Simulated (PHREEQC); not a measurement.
**Copper plating or etch bath (model solution)**

A solution holds 15 mmol/kgw CuSO4, 0.082 mmol/kgw H2SO4 and 46 mmol/kgw NaCl, at 90 °C. Closed to the air; pH follows from the charge balance.

Equilibrium calculation in PHREEQC: ion-association model, phreeqc.dat.

No solid was allowed to form.

**Question.** Estimate the pH, density.

**Answer.** pH 4.18; density 0.970 g/cm³.

**Question.** In which forms is Cu present?

**Answer.** Cu+2 50 %, CuCl+ 29 %, CuSO4 20 %, CuCl2 0.6 %, Cu2(OH)2+2 0.6 % of the Cu.

Species that the database lacks are ignored. Away from 25 °C the constants follow the database's enthalpies or fits; those with neither stay at their 25 °C values.
